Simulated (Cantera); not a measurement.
Input (Python, Cantera) and output of one run.

```python
import numpy as np
import cantera as ct

gas_names = """
    Fe FeO Fe(OH)2 H HO2 H2 H2O H2O2 H2S H2SO4 O OH O2 O3 S SH SO SO2 SO3 S2 S2O S8
""".split()
cond_names = """
    Fe(a) Fe(c) Fe(d) Fe(L) FeO(s) FeO(L) Fe(OH)2(s) Fe(OH)3(s) FeS(a) FeS(b) FeS(c) FeS(L) FeSO4(s)
    FeS2(s) Fe2O3(s) Fe2S3O12(s) Fe3O4(s) H2O(s) H2O(L) H2SO4(L) S(cr1) S(cr2) S(L)
""".split()


# ... load() reads the species with a 1 bar reference pressure and builds the phases ...
atoms = {
    'FeS': {'Fe': 1, 'S': 1},
    'H2S': {'H': 2, 'S': 1},
    'H2O': {'H': 2, 'O': 1},
}
top_T = {'FeSO4(s)': 950, 'FeS2(s)': 1010, 'Fe2O3(s)': 1830, 'Fe2S3O12(s)': 1100, 'Fe3O4(s)': 1870}  # K; cautious upper limits of use, not melting points


# ... equilibrate(T, P, feed) seeds the gas with the atoms and calls Mixture.equilibrate('TP', solver="vcs", rtol=1e-11, max_steps=5000) ...
results = []
T = 1273  # K
P = 100000  # Pa
for m in [0.25, 0.36, 0.52, 0.74, 1.1, 1.5, 2.1, 3.1, 4.4]:
    feed = {'FeS': 1, 'H2S': 0.071, 'H2O': m}  # mol
    mix = equilibrate(T, P, feed)
    results.append((T, P, feed, dict(zip(mix.species_names, mix.species_moles))))
    x = sorted(zip(gas.X, gas.species_names), reverse=True)
    print(f"T = {T:g} K  P = {P:g} Pa  n(H2O) = {m:g} mol  gas = {mix.phase_moles(0):.4g} mol")
    print("   x: " + "  ".join(f"{s} {v:.3e}" for v, s in x if v > 0.0001))
    print("   condensed (mol): " + ("  ".join(f"{mix.phase(i).name} {mix.phase_moles(i):.4g}"
          for i in range(1, mix.n_phases) if mix.phase_moles(i) > 1e-12) or "none"))
```

Result:

```
T = 1273 K  P = 100000 Pa  n(H2O) = 0.25 mol  gas = 0.3318 mol
   x: H2O 7.424e-01  H2S 1.540e-01  H2 7.082e-02  S2 2.689e-02  SO2 5.356e-03  S2O 2.565e-04  SH 2.443e-04
   condensed (mol): FeS(c) 1
T = 1273 K  P = 100000 Pa  n(H2O) = 0.36 mol  gas = 0.443 mol
   x: H2O 7.983e-01  H2S 1.134e-01  H2 6.118e-02  S2 1.954e-02  SO2 7.073e-03  S2O 2.320e-04  SH 1.936e-04
   condensed (mol): FeS(c) 1
T = 1273 K  P = 100000 Pa  n(H2O) = 0.52 mol  gas = 0.6045 mol
   x: H2O 8.428e-01  H2S 8.159e-02  H2 5.325e-02  S2 1.334e-02  SO2 8.603e-03  S2O 1.923e-04  SH 1.493e-04
   condensed (mol): FeS(c) 1
T = 1273 K  P = 100000 Pa  n(H2O) = 0.74 mol  gas = 0.8264 mol
   x: H2O 8.760e-01  H2S 5.832e-02  H2 4.702e-02  SO2 9.647e-03  S2 8.745e-03  S2O 1.483e-04  SH 1.135e-04
   condensed (mol): FeS(c) 1
T = 1273 K  P = 100000 Pa  n(H2O) = 1.1 mol  gas = 1.189 mol
   x: H2O 9.043e-01  H2 4.122e-02  H2S 3.899e-02  SO2 1.021e-02  S2 5.087e-03  S2O 1.016e-04
   condensed (mol): FeS(c) 1
T = 1273 K  P = 100000 Pa  n(H2O) = 1.5 mol  gas = 1.593 mol
   x: H2O 9.214e-01  H2 3.728e-02  H2S 2.781e-02  SO2 1.021e-02  S2 3.163e-03
   condensed (mol): FeS(c) 1
T = 1273 K  P = 100000 Pa  n(H2O) = 2.1 mol  gas = 2.197 mol
   x: H2O 9.361e-01  H2 3.340e-02  H2S 1.872e-02  SO2 9.868e-03  S2 1.785e-03
   condensed (mol): FeS(c) 1
T = 1273 K  P = 100000 Pa  n(H2O) = 3.1 mol  gas = 3.209 mol
   x: H2O 9.364e-01  H2 3.332e-02  H2S 1.855e-02  SO2 9.858e-03  S2 1.763e-03
   condensed (mol): FeO(s) 0.032  FeS(c) 0.968
T = 1273 K  P = 100000 Pa  n(H2O) = 4.4 mol  gas = 4.524 mol
   x: H2O 9.364e-01  H2 3.332e-02  H2S 1.855e-02  SO2 9.858e-03  S2 1.763e-03
   condensed (mol): FeO(s) 0.07422  FeS(c) 0.9258
```

These are equilibrium values from Cantera (NASA tables, ideal gas, pure condensed phases), not measurements of a reactor. Metal and sulfide melt together well below either melting point, which pure phases cannot show. Mutual solubility and eutectic melting of coexisting phases are not modelled. The tables' stoichiometric FeO is somewhat more stable than real wüstite, so its field is too wide. FeO, FeS: taken at fixed stoichiometry. Gases not in the tables: S3 to S7.
